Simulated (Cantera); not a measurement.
Input: 1 mol TEOS, 3.6 mol N2O, 0.81 mol H2, at 2023.15 K and 0.120 bar.

Cantera equilibrium calculation (NASA polynomials, part measured and part estimated; ideal gas, pure solids and liquids). Candidate condensed phases: C, C6H6, C7H8, C8H18, H2O, Si, SiC, SiO2, Si2N2O, Si3N4; 151 gas species. The feed counts by its element totals alone. Rates play no part.

Base state: H2 0.487, CO 0.330, N2 0.162, SiO 0.0148, H 0.00383, HCN 0.00212, HNC 0.000126, C2H2 (acetylene) 9.54e-5 (mole fractions); condensed: SiC(s).

What changes in the equilibrium state with this change: N2O from 3.6 to 0.34 mol?


| species | before | after |
|---|---|---|
| H2 | 0.487 | 0.692 |
| CO | 0.330 | 0.277 |
| N2 | 0.162 | 0.0209 |
| SiO | 0.0148 | 0.00272 |
| C2H2 (acetylene) | 9.54e-5 | 0.000619 |
| CH4 | 5.32e-6 | 2.30e-5 |
| SiC(s), mol | 0.672 | 0.957 |
| C(graphite), mol | 0 | 2.69 |

What changes in the equilibrium state with this change: N2O from 3.6 to 6.9 mol?


| species | before | after |
|---|---|---|
| H2 | 0.487 | 0.377 |
| CO | 0.330 | 0.302 |
| N2 | 0.162 | 0.266 |
| H2O | 4.41e-6 | 0.0370 |
| SiO | 0.0148 | 0.00874 |
| C2H2 (acetylene) | 9.54e-5 | <1e-9 |
| Si | 6.05e-5 | 3.30e-9 |
| HNC | 0.000126 | 1.19e-8 |
| HCN | 0.00212 | 2.02e-7 |
| CO2 | 6.39e-7 | 0.00634 |
| SiC(s), mol | 0.672 | 0 |
| SiO2(l), mol | 0 | 0.773 |
The tables hold silica as quartz up to 1696 K and as liquid above; real silica turns to tridymite and cristobalite and melts near 1996 K.
